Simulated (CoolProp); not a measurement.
R141b along the isotherm 151.25 °C: Z from the reference equation and from simpler models built on Tc = 204.4 °C, pc = 4.212 MPa, ω = 0.220; each cubic takes its own stable root.

Model: reference Helmholtz-energy equation of state, Lemmon 2006, in CoolProp. It is a short technical equation, of lower accuracy than the large ones.

```csv
p (MPa),phase,reference
1.32,gas,0.8196
2.63,liquid,0.09323
3.95,liquid,0.1380
5.26,liquid,0.1815
6.58,liquid,0.2245
7.9,liquid,0.2668
9.21,liquid,0.3082
10.5,liquid,0.3485
11.8,liquid,0.3887
13.2,liquid,0.4315
14.5,liquid,0.4709
15.8,liquid,0.5099
17.1,liquid,0.5485
18.4,liquid,0.5869
19.7,liquid,0.6250
21.1,liquid,0.6658
```

Task: How far does each simpler model (van der Waals, Peng-Robinson) lie from the reference over these 16 states: mean and median of the absolute difference, and the worst?

Result: 
- van der Waals: mean 47.3 %, median 47.5 %, worst +66.4 % at 151.25 °C and 2.63 MPa
- Peng-Robinson: mean 2.6 %, median 2.7 %, worst -4.6 % at 151.25 °C and 21.1 MPa
